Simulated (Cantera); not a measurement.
# Adiabatic ignition

An adiabatic, constant-volume homogeneous reactor starts with 9.45 % CO, 1.89 % H2, 2.74 % CH4, 18.0 % O2, 67.7 % N2, 0.255 % CO2, equivalence ratio 0.62, at 1223 K and 77000 Pa.

Cantera simulation using GRI-Mech 3.0 (53 species, 325 reactions); the numbers are that mechanism's predictions, not measurements.

```
t (s)     T (K)  P (bar)    x CO     x H2   x CH4     x CH2    x C2H2     x HCO
--------  -----  -------  ------  -------  ------  --------  --------  --------
2.00e-6    1223    0.770  0.0945   0.0189  0.0274    <1e-12    <1e-12    <1e-12
4.69e-6    1223    0.770  0.0945   0.0189  0.0274    <1e-12    <1e-12    <1e-12
1.10e-5    1223    0.770  0.0945   0.0189  0.0274    <1e-12    <1e-12    <1e-12
2.57e-5    1223    0.770  0.0945   0.0189  0.0274    <1e-12    <1e-12    <1e-12
6.02e-5    1223    0.770  0.0945   0.0189  0.0274    <1e-12    <1e-12    <1e-12
0.000141   1223    0.770  0.0945   0.0189  0.0274  2.43e-12    <1e-12  4.92e-12
0.000331   1224    0.770  0.0945   0.0188  0.0272   4.53e-9  4.69e-11   2.08e-9
0.000775   2422     1.49  0.0358  0.00390  <1e-12    <1e-12    <1e-12   2.41e-8
0.00181    2635     1.60  0.0225  0.00217  <1e-12    <1e-12    <1e-12   6.93e-9
0.00425    2626     1.59  0.0222  0.00214  <1e-12    <1e-12    <1e-12   6.60e-9
0.00996    2620     1.59  0.0219  0.00212  <1e-12    <1e-12    <1e-12   6.37e-9
0.0233     2619     1.58  0.0218  0.00212  <1e-12    <1e-12    <1e-12   6.33e-9
0.0547     2619     1.58  0.0218  0.00212  <1e-12    <1e-12    <1e-12   6.33e-9
0.128      2619     1.58  0.0218  0.00212  <1e-12    <1e-12    <1e-12   6.33e-9
0.300      2619     1.58  0.0218  0.00212  <1e-12    <1e-12    <1e-12   6.33e-9
```
x: mole fraction; the columns are a selection and need not sum to one.

```
Property                                                             Value
---------------------------------  ---------------------------------------
time of steepest temperature rise                                 0.648 ms
temperature at 0.300 s                                              2619 K
equilibrium temperature                                             2619 K
x(CO) at 0.300 s                     0.0218 (gas-phase equilibrium 0.0218)
x(H2) at 0.300 s                   0.00212 (gas-phase equilibrium 0.00212)
x(CH4) at 0.300 s                    <1e-12 (gas-phase equilibrium <1e-12)
```
